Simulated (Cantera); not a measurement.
An adiabatic, constant-volume homogeneous reactor starts with CH₄ : CO : O₂ : N₂ = 1 : 0.68 : 5.57 : 20.9 (molar parts), at 1250 K and 3.30 bar.

Cantera simulation using GRI-Mech 3.0 (53 species, 325 reactions); the numbers are that mechanism's predictions, not measurements.

Problem. Predict: time of steepest temperature rise; temperature at 0.900 s; equilibrium temperature; x(CO) at 0.900 s; x(O₂) at 0.900 s; x(NO) at 0.900 s.

Solution. 
- time of steepest temperature rise: 5.12 ms
- temperature at 0.900 s: 2362 K
- equilibrium temperature: 2362 K
- x(CO) at 0.900 s: 0.00123 (gas-phase equilibrium 0.00123)
- x(O₂) at 0.900 s: 0.109 (gas-phase equilibrium 0.109)
- x(NO) at 0.900 s: 0.0125 (gas-phase equilibrium 0.0125)
